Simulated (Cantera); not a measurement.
A closed system holds: 1 mol MgO, 2.2 mol NF3, 1.4 mol N2, held at 1198.15 K and 17.0 Pa.

Method: chemical equilibrium by Gibbs-energy minimisation in Cantera with the NASA 1993 tables (ideal gas, pure condensed phases). Candidate condensed phases: Mg, MgF2, MgO; 24 gas species. Equilibrium is a limit: real reactors are often held back by kinetics, nucleation or transport.

Base state: F 0.605, N2 0.329, O2 0.0658, F2 0.000241, MgF2 0.000167, NO 6.97e-5 (mole fractions); condensed: MgF2(s).

Q: What changes in the equilibrium state with this change: temperature from 1198.15 K to 1650 K?

A: 
| species | before | after |
|---|---|---|
| F | 0.605 | 0.535 |
| N2 | 0.329 | 0.290 |
| MgF2 | 0.000167 | 0.116 |
| O2 | 0.0658 | 0.0575 |
| O | 4.74e-7 | 0.000476 |
| F2 | 0.000241 | 1.93e-6 |
| NO | 6.97e-5 | 0.000757 |
| MgF2(s), mol | 0.999 | 0 |
